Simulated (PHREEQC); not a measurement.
0.044 g of hydrous ferric oxide (600 m²/g; 0.2 weak and 0.005 strong sites per Fe, Dzombak-Morel constants, diffuse double layer) in 1 kg of water with 0.005 mol/kgw of an inert sodium salt and 0.00012 mmol/kgw NiCl2, at 25 °C; the pH is set by adding NaOH or the inert anion's acid. Oxygen alone is held at its pressure in air (log pO2 = -0.68). No CO2 enters from the air. No solid was allowed to form.

Base run: PHREEQC, ion-association model, wateq4f.dat. Each further column changes one thing. The table gives surface charge σ (C/m²).

| pH | base | background salt from 0.005 to 0.0005 mol/kgw | oxide from 0.044 to 0.22 g/kgw | 0.00022 mol/kgw ZnCl2 added |
|---|---|---|---|---|
| 4 | 0.182 | 0.097 | 0.183 | 0.188 |
| 4.5 | 0.131 | 0.061 | 0.132 | 0.136 |
| 5.5 | 0.059 | 0.023 | 0.060 | 0.064 |
| 6 | 0.038 | 0.014 | 0.038 | 0.042 |
| 7 | 0.013 | 0.004 | 0.013 | 0.025 |
| 7.5 | 0.006 | 0.002 | 0.006 | 0.024 |
| 8.5 | -0.004 | -0.001 | -0.004 | 0.019 |
| 9 | -0.009 | -0.003 | -0.009 | 0.012 |
| 10 | -0.030 | -0.012 | -0.030 | 0.000 |
| 10.5 | -0.050 | -0.023 | -0.050 | -0.005 |
| 11.5 | -0.131 | -0.103 | -0.132 | -0.033 |
| 12 | -0.214 | -0.198 | -0.215 | -0.093 |

 In at least one series the solution becomes supersaturated in solids that the run did not let form, among them Zn(OH)2-e, Zn5(OH)8Cl2, Ni(OH)2.
